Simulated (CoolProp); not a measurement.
Vapour-liquid equilibrium of n-butane (1) + cyclohexane (2) at 326.9 K; x and y are mole fractions of (1).

The numbers come from the multi-fluid Helmholtz-energy mixture model, Bücker 2006 and Zhou 2014; pair parameters Bell 2016 in CoolProp.

Q: Give the bubble pressure and the first vapour's composition at x = 0.15, 0.85, 0.95. Is there an azeotrope?

A: x = 0.15: 0.1019 MPa, y = 0.646; x = 0.85: 0.4647 MPa, y = 0.983; x = 0.95: 0.5180 MPa, y = 0.995. No azeotrope shows between x = 0.05 and 0.95.

Pair parameters are fitted to limited data, so mixtures are less certain than the pure fluids.
